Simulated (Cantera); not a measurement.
Cantera run:

```python
import numpy as np
import cantera as ct

gas_names = """
    C CN CO CO2 C2 CCN CNC C2N2 C2O C3 C3O2 C4 C4N2 C5 Fe FeC5O5 FeO N NCO NO NO2 NO3 N2 N2O O O2 O3
""".split()
cond_names = """
    C(gr) Fe(a) Fe(c) Fe(d) Fe(L) FeC5O5(L) FeO(s) FeO(L) Fe2O3(s) Fe3O4(s)
""".split()


# ... load() reads the species with a 1 bar reference pressure and builds the phases ...
atoms = {
    'Fe': {'Fe': 1},
    'CO2': {'C': 1, 'O': 2},
    'N2': {'N': 2},
}
top_T = {'C(gr)': 4500, 'Fe2O3(s)': 1830, 'Fe3O4(s)': 1870}  # K; cautious upper limits of use, not melting points


# ... equilibrate(T, P, feed) seeds the gas with the atoms and calls Mixture.equilibrate('TP', solver="vcs", rtol=1e-11, max_steps=5000) ...
results = []
T = 1873.15  # K
P = 10000  # Pa
for m in [8, 14, 25, 44, 78, 140, 240]:
    feed = {'Fe': 1, 'CO2': 1.7, 'N2': m}  # mol
    mix = equilibrate(T, P, feed)
    results.append((T, P, feed, dict(zip(mix.species_names, mix.species_moles))))

top = {s: max(r[3][s] / sum(r[3][g] for g in gas_names) for r in results) for s in gas_names}
cols = sorted((s for s in top if top[s] > 0.001), key=lambda s: -top[s])[:7]
seen = [c for c in cond_names if any(r[3].get(c, 0) > 1e-12 for r in results)]
print("log10 of partial pressures in bar; condensed amounts in mol")
print(f"{'n(N2)':>10s}" + "".join(f"{s[:9]:>10s}" for s in cols + seen))
for T, P, feed, n in results:
    ng = sum(n[g] for g in gas_names)
    print(f"{feed['N2']:10.4g}" + "".join(f"{np.log10(max(n[s] / ng * P / 1e5, 1e-99)):10.3f}" for s in cols)
          + "".join(f"{n.get(c, 0):10.4g}" for c in seen))
```

It prints:

```
log10 of partial pressures in bar; condensed amounts in mol
     n(N2)        N2        CO       CO2    FeO(L)
         8    -1.084    -1.987    -2.141    0.9987
        14    -1.050    -2.197    -2.350    0.9979
        25    -1.029    -2.428    -2.580    0.9965
        44    -1.017    -2.662    -2.812     0.994
        78    -1.009    -2.905    -3.051    0.9897
       140    -1.005    -3.158    -3.297    0.9819
       240    -1.003    -3.394    -3.523    0.9699
```

Method: chemical equilibrium by Gibbs-energy minimisation in Cantera with the NASA 1993 tables (ideal gas, pure condensed phases). The tables' stoichiometric FeO is somewhat more stable than real wüstite, so its field is too wide. FeO: taken at fixed stoichiometry.
